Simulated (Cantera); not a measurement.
Feed: 1 mol CuO, a varied amount of CH₄, 0.9 mol N₂, equilibrated at 1650 K and 0.0380 bar.

These are equilibrium values from Cantera (NASA tables, ideal gas, pure condensed phases), not measurements of a reactor. Candidate condensed phases: C, C₆H₆, C₇H₈, C₈H₁₈, Cu, CuO, Cu(OH)₂, Cu₂O, H₂O; 139 gas species. Equilibrium is a limit: real reactors are often held back by kinetics, nucleation or transport.

Q: Which condensed phases are stable at each of these points (n(CH₄) (mol)): 0.54, 0.8, 1.1, 1.3, 1.6, 1.8, 2.1, 2.3, 2.6, 2.9, 3.1?

A: 
```
n(CH₄) (mol)     condensed phases  Cu condensed (%)
------------  -------------------  ----------------
0.54                        Cu(l)              99.5
0.8                         Cu(l)              99.3
1.1           C(graphite) + Cu(l)              99.1
1.3           C(graphite) + Cu(l)              99.0
1.6           C(graphite) + Cu(l)              98.9
1.8           C(graphite) + Cu(l)              98.8
2.1           C(graphite) + Cu(l)              98.7
2.3           C(graphite) + Cu(l)              98.6
2.6           C(graphite) + Cu(l)              98.5
2.9           C(graphite) + Cu(l)              98.3
3.1           C(graphite) + Cu(l)              98.3
```

From 0.54 mol CH₄ to 0.8 mol CH₄ the condensed part is Cu(l). From 1.1 mol CH₄ to 3.1 mol CH₄ the condensed part is C(graphite) + Cu(l).
